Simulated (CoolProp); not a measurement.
The fluid at 533.01 K and 0.359 MPa is throttled through a valve to 0.0336 MPa with no heat exchange. The same conditions are run with several fluids, on thermodynamics alone (safety and materials aside).

The numbers come from the reference Helmholtz-energy equation of state of each fluid (water: Wagner 2002; n-hexane: Thol 2019; hexamethyldisiloxane (MM): Thol 2016; n-butane: Bücker 2006; benzene: Thol 2012) in CoolProp.

| fluid | temperature change (K) | final density (kg/m³) |
|---|---|---|
| water | … | 0.138 |
| n-hexane | -2.2 | … |
| hexamethyldisiloxane (MM) | -2.7 | … |
| n-butane | -1.4 | … |
| benzene | -2.8 | 0.597 |

**Question.** What belongs in the gaps?

**Answer.** 
- water, temperature change (K): -5.1
- n-hexane, final density (kg/m³): 0.658
- hexamethyldisiloxane (MM), final density (kg/m³): 1.24
- n-butane, final density (kg/m³): 0.442
